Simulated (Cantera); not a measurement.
Source: NASA polynomial tables (part measured, part estimated), evaluated in Cantera. Values are per mole of reaction as written; species without (g) are pure solids or liquids, kept so even where they would boil at 1 bar. TaC: taken at fixed stoichiometry.

C6H6(g) + 4 Ta = 4 TaC + 2 CH3(g), with ΔH° = -365.4 kJ and ΔS° = 122.7 J/K at 300 K.

**Question.** How far is the shortcut ΔG° ≈ ΔH°(300 K) − T·ΔS°(300 K) from the full temperature-dependent value at 1625, 1675, 1725, 1775, 1825, 1875, 1925 K?

**Answer.** 
```
T (K)  shortcut (kJ)  full (kJ)  difference (kJ)  difference in log10 K
-----  -------------  ---------  ---------------  ---------------------
1625          -564.8     -593.0             28.2                  -0.91
1675          -571.0     -600.4             29.4                  -0.92
1725          -577.1     -607.7             30.6                  -0.93
1775          -583.2     -615.0             31.7                  -0.93
1825          -589.4     -622.3             32.9                  -0.94
1875          -595.5     -629.6             34.1                  -0.95
1925          -601.6     -636.9             35.2                  -0.96
```
The shortcut ignores the heat-capacity change of the reaction.
